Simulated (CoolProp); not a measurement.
Aqueous sodium chloride as a coolant, at 25 °C, 1 atm.

The numbers come from the Melinder's fits for secondary coolants in CoolProp.

| mass % | freezing point (°C) | viscosity (mPa s) | density (kg/m³) | Prandtl number | conductivity (W/(m K)) |
|---|---|---|---|---|---|
| 2.2 | -1.3 | 0.919 | 1013 | 6.18 | 0.605 |
| 4.1 | -2.5 | 0.950 | 1026 | 6.26 | 0.603 |
| 6.1 | -3.8 | 0.986 | 1040 | 6.38 | 0.601 |
| 8 | -5.1 | 1.02 | 1054 | 6.50 | 0.599 |
| 9.9 | -6.5 | 1.06 | 1068 | 6.65 | 0.597 |
| 11.8 | -8.0 | 1.11 | 1082 | 6.82 | 0.595 |
| 13.7 | -9.7 | 1.16 | 1096 | 7.02 | 0.593 |
| 15.7 | -11.6 | 1.21 | 1112 | 7.27 | 0.591 |
| 17.6 | -13.6 | 1.28 | 1126 | 7.55 | 0.589 |
